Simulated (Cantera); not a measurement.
Input: 1 mol C2H2, 0.036 mol H2O, 0.6 mol N2, held at 1.00 bar.

Cantera equilibrium calculation (NASA polynomials, part measured and part estimated; ideal gas, pure solids and liquids). Candidate condensed phases: C, C6H6, C7H8, C8H18, H2O; 136 gas species. Equilibrium is a limit: real reactors are often held back by kinetics, nucleation or transport.

log p: log10 of the partial pressure in bar; n: condensed amount in mol.

```
T (K)  log p H2  log p N2  log p HCN  log p CO  log p H  log p C2H2 (acetylene)  log p HNC  n C(graphite)
-----  --------  --------  ---------  --------  -------  ----------------------  ---------  -------------
1373      -0.21     -0.44      -3.73     -1.67    -5.58                   -5.97          …           1.96
1523      -0.21     -0.45      -3.23     -1.67    -4.74                   -5.14          …           1.96
1673      -0.21     -0.45      -2.83     -1.67    -4.05                   -4.45          …           1.96
1823      -0.21     -0.45      -2.49     -1.67    -3.47                   -3.88          …           1.96
1973      -0.21     -0.45      -2.21     -1.67    -2.98                   -3.40          …           1.95
2123      -0.21     -0.45      -1.97     -1.67    -2.55                   -3.00          …           1.94
2273      -0.22     -0.46      -1.76     -1.67    -2.19                   -2.64          …           1.92
2423      -0.23     -0.47      -1.58     -1.67    -1.87                   -2.34          …           1.90
```

**Question.** Fill in the missing entries.

**Answer.** 
- 1373, log p HNC: -5.70
- 1523, log p HNC: -4.97
- 1673, log p HNC: -4.38
- 1823, log p HNC: -3.89
- 1973, log p HNC: -3.48
- 2123, log p HNC: -3.12
- 2273, log p HNC: -2.82
- 2423, log p HNC: -2.56
